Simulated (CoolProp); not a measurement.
Vapour-liquid equilibrium of n-octane (1) + o-xylene (2) at 108 kPa; x and y are mole fractions of (1).

Model: multi-fluid Helmholtz-energy mixture model, Beckmüller 2019 and Zhou 2012; pair parameters Bell 2016, in CoolProp.

Q: Give the bubble temperature and the first vapour's composition at x = 0.05, 0.55, 0.75. Is there an azeotrope?

A: x = 0.05: 418.5 K, y = 0.083; x = 0.55: 407.8 K, y = 0.661; x = 0.75: 404.6 K, y = 0.823. No azeotrope shows between x = 0.05 and 0.95.

The pair parameters rest on a limited set of measurements; away from them the model extrapolates.
